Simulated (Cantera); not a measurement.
**Transport properties of process gases**

Gas mixture: H2 : C2H4 = 0.079 : 0.17 (molar parts), at 100000 Pa, frozen composition.

Cantera's kinetic-theory transport with the Lennard-Jones parameters of GRI-Mech 3.0, ideal gas; thermal conductivity in the mixture-averaged form. The composition is frozen, though it would react at the higher temperatures.

```csv
T (K),ρ (kg/m³),cp (J/kg/K),μ (µPa s),λ (mW/m/K),Pr,D (cm²/s) NH3,D (cm²/s) H2O,D (cm²/s) N2
400,0.595,2285,13.7,70.9,0.443,0.377,0.392,0.368
550,0.433,2772,18.1,102,0.494,0.697,0.728,0.646
700,0.340,3165,22.1,133,0.526,1.09,1.15,0.981
850,0.280,3459,25.6,164,0.542,1.56,1.64,1.37
1000,0.238,3729,28.9,194,0.556,2.08,2.20,1.80
1150,0.207,3942,31.9,223,0.565,2.67,2.82,2.28
1300,0.183,4120,34.8,252,0.570,3.30,3.50,2.80
1450,0.164,4270,37.5,279,0.574,3.99,4.23,3.36
```
D: mixture-averaged diffusion coefficient of that species in the mixture.
